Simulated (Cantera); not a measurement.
What does this Cantera script print?

```python
import numpy as np
import cantera as ct

gas = ct.Solution("gri30.yaml", transport_model="multicomponent")
show = ['H2', 'H2O', 'N2']

rows = []
print(f"{'T/K':>7s}{'rho':>11s}{'cp':>10s}{'mu':>11s}{'lambda':>11s}{'Pr':>7s}" + "".join(f"{'D_' + s:>11s}" for s in show))
for T in [400, 600, 800, 1000, 1200, 1400]:
    gas.TPX = T, 2300, {'N2O': 0.57}
    Pr = gas.cp_mass * gas.viscosity / gas.thermal_conductivity
    D = [gas.mix_diff_coeffs_mole[gas.species_index(s)] for s in show]
    rows.append([gas.density, gas.cp_mass, gas.viscosity, gas.thermal_conductivity, Pr, *D])
    print(f"{T:7g}{gas.density:11.4e}{gas.cp_mass:10.1f}{gas.viscosity:11.4e}"
          f"{gas.thermal_conductivity:11.4e}{Pr:7.3f}" + "".join(f"{d:11.4e}" for d in D))
print("SI units: kg/m3, J/kg/K, Pa s, W/m/K, m2/s")
```

Result:

```
    T/K        rho        cp         mu     lambda     Pr       D_H2      D_H2O       D_N2
    400 3.0438e-02     970.3 1.9459e-05 2.5299e-02  0.746 4.7515e-03 1.2866e-03 1.1615e-03
    600 2.0292e-02    1101.3 2.7324e-05 4.0429e-02  0.744 9.4785e-03 2.8155e-03 2.3680e-03
    800 1.5219e-02    1191.6 3.4048e-05 5.4682e-02  0.742 1.5368e-02 4.8033e-03 3.8780e-03
   1000 1.2175e-02    1254.7 4.0022e-05 6.7878e-02  0.740 2.2303e-02 7.1871e-03 5.6582e-03
   1200 1.0146e-02    1294.3 4.5464e-05 7.9761e-02  0.738 3.0206e-02 9.9251e-03 7.6868e-03
   1400 8.6965e-03    1326.8 5.0510e-05 9.1048e-02  0.736 3.9016e-02 1.2988e-02 9.9476e-03
SI units: kg/m3, J/kg/K, Pa s, W/m/K, m2/s
```

Cantera simulation using GRI-Mech 3.0 (53 species, 325 reactions); the numbers are that mechanism's predictions, not measurements. The composition is frozen, though it would react at the higher temperatures.
